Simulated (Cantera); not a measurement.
# Stirred combustor or abatement burner

A perfectly stirred reactor is fed with 7.56 % CH4, 3.40 % CO, 18.7 % O2, 70.3 % N2, equivalence ratio 0.90, at 1.38 atm; it is adiabatic with a 425 K inlet, and is followed from long to short residence time, starting on the burning branch (τ in s: 0.34, 0.11, 0.035, 0.011, 0.0036, 0.0011, 0.00037, 0.00012, 3.7e-05, 1.2e-05).

Computed with Cantera and GRI-Mech 3.0 (53 species, 325 reactions).

```csv
τ (s),T (K),x CH4,x CO,x O2,x H,x OH
0.34,2237,6.60e-7,0.00528,0.0196,0.000231,0.00370
0.11,2235,1.91e-6,0.00568,0.0203,0.000261,0.00387
0.035,2224,5.25e-6,0.00680,0.0213,0.000351,0.00426
0.011,2196,1.30e-5,0.00938,0.0229,0.000612,0.00503
0.0036,2145,2.92e-5,0.0137,0.0254,0.00124,0.00613
0.0011,2065,6.95e-5,0.0199,0.0290,0.00266,0.00735
0.00037,1970,0.000168,0.0267,0.0334,0.00483,0.00803
0.00012,1848,0.000508,0.0366,0.0402,0.00726,0.00769
3.7e-5,425,0.0756,0.0340,0.187,<1e-12,<1e-12
1.2e-5,425,0.0756,0.0340,0.187,<1e-12,<1e-12
```
x: mole fraction; the columns are a selection and need not sum to one.
